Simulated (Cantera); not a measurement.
A perfectly stirred reactor is fed with H2 : O2 : N2 = 1 : 0.357 : 1.34 (molar parts), equivalence ratio 1.4, at 101000 Pa; it is adiabatic with a 325 K inlet, and is followed from long to short residence time, starting on the burning branch (τ in s: 0.31, 0.093, 0.028, 0.0084, 0.0025, 0.00076, 0.00023, 6.8e-05, 2.1e-05).

Cantera simulation using GRI-Mech 3.0 (53 species, 325 reactions); the numbers are that mechanism's predictions, not measurements.

x: mole fraction; the columns are a selection and need not sum to one.

| τ (s) | T (K) | x H2 | x O2 | x NO2 | x HO2 | x H | x NO |
|---|---|---|---|---|---|---|---|
| 0.31 | 2301 | 0.121 | 4.25e-5 | 1.99e-9 | 2.54e-8 | 0.00388 | 0.000151 |
| 0.093 | 2293 | 0.121 | 7.16e-5 | 1.92e-9 | 4.29e-8 | 0.00474 | 0.000142 |
| 0.028 | 2275 | 0.120 | 0.000152 | 1.75e-9 | 9.94e-8 | 0.00681 | ? |
| 0.0084 | 2238 | 0.119 | 0.000366 | 1.47e-9 | 2.62e-7 | 0.0109 | ? |
| 0.0025 | 2170 | 0.117 | 0.000912 | 1.17e-9 | 6.55e-7 | 0.0183 | ? |
| 0.00076 | 2060 | 0.114 | 0.00213 | 1.02e-9 | 1.49e-6 | 0.0300 | ? |
| 0.00023 | 1896 | 0.111 | 0.00450 | 9.91e-10 | 3.31e-6 | 0.0472 | ? |
| 6.8e-5 | 1679 | 0.109 | 0.00908 | 8.19e-10 | 7.79e-6 | 0.0689 | ? |
| 2.1e-5 | 1425 | 0.127 | 0.0225 | 4.36e-10 | 2.44e-5 | 0.0800 | ? |

Question: Some entries are withheld; supply them.

Answer: 
- 0.028, x NO: 0.000124
- 0.0084, x NO: 9.78e-5
- 0.0025, x NO: 7.10e-5
- 0.00076, x NO: 5.24e-5
- 0.00023, x NO: 3.91e-5
- 6.8e-5, x NO: 2.34e-5
- 2.1e-5, x NO: 8.17e-6
